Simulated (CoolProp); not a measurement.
A Linde-Hampson liquefier for methane: isothermal reversible compression at 200 K from 1 atm to 15 MPa, throttling to 1 atm, return gas leaving the recuperator 2 K below the feed. Each further row changes one setting.

The numbers come from the reference Helmholtz-energy equation of state, Setzmann 1991 in CoolProp.

```tsv
case	liquid yield per pass	compression work (kJ/kg of gas)
as stated	[?]	411
high pressure 30 MPa	0.506	458
warm-end temperature 230 K	0.366	[?]
warm-end gap 7 K	[?]	411
```

Task: Fill in the missing entries.

Result: 
- as stated, liquid yield per pass: 0.504
- warm-end temperature 230 K, compression work (kJ/kg of gas): 520
- warm-end gap 7 K, liquid yield per pass: 0.497
